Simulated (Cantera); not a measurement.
Mixture: CO : H₂ : O₂ : N₂ : CO₂ = 1 : 0.39 : 0.366 : 1.38 : 0.11 (molar parts), at 6150 Torr, adiabatic and at constant volume. Ignition delay is the time to a rise of 400 K.

Computed with Cantera and GRI-Mech 3.0 (53 species, 325 reactions). The hydrogen kinetics of GRI-Mech 3.0 are dated; newer H2 mechanisms differ, most at raised pressure. Where the delays flatten at high temperature, the 400 K rule measures the pace of heat release, not the induction time.

What does this change do: constant pressure in place of constant volume?


| quantity | before | after |
|---|---|---|
| delay at 1175 K | 36.8 µs | 38.3 µs |
| delay at 1275 K | 8.98 µs | 9.41 µs |
| delay at 1375 K | 4.49 µs | 4.76 µs |
| delay at 1475 K | 2.90 µs | 3.12 µs |
| delay at 1575 K | 2.12 µs | 2.33 µs |
| delay at 1675 K | 1.68 µs | 1.89 µs |
| delay at 1775 K | 1.42 µs | 1.64 µs |
